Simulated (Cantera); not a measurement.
Feed: 1 mol HgO, a varied amount of H₂, equilibrated at 1073 K and 1 atm.

Method: chemical equilibrium by Gibbs-energy minimisation in Cantera with the NASA 1993 tables (ideal gas, pure condensed phases). Candidate condensed phases: H₂O, Hg, HgO; 10 gas species. The numbers say what is thermodynamically allowed, not how fast it happens.

x: gas mole fraction; nothing condenses.

```csv
n(H₂) (mol),x Hg,x H₂O,x H₂,x O₂,x OH
0.59,0.557,0.329,6.43e-10,0.114,(withheld)
0.84,0.521,0.438,1.42e-9,0.0417,(withheld)
1.1,0.476,0.476,0.0476,<1e-12,(withheld)
1.4,0.417,0.417,0.167,<1e-12,(withheld)
1.6,0.385,0.385,0.231,<1e-12,(withheld)
1.9,0.345,0.345,0.310,<1e-12,(withheld)
2.1,0.323,0.323,0.355,<1e-12,(withheld)
2.4,0.294,0.294,0.412,<1e-12,(withheld)
2.6,0.278,0.278,0.444,<1e-12,(withheld)
```

Q: Complete the blanks.

A: 
- 0.59, x OH: 6.74e-7
- 0.84, x OH: 6.05e-7
- 1.1, x OH: 1.14e-10
- 1.4, x OH: 5.31e-11
- 1.6, x OH: 4.17e-11
- 1.9, x OH: 3.22e-11
- 2.1, x OH: 2.82e-11
- 2.4, x OH: 2.38e-11
- 2.6, x OH: 2.17e-11
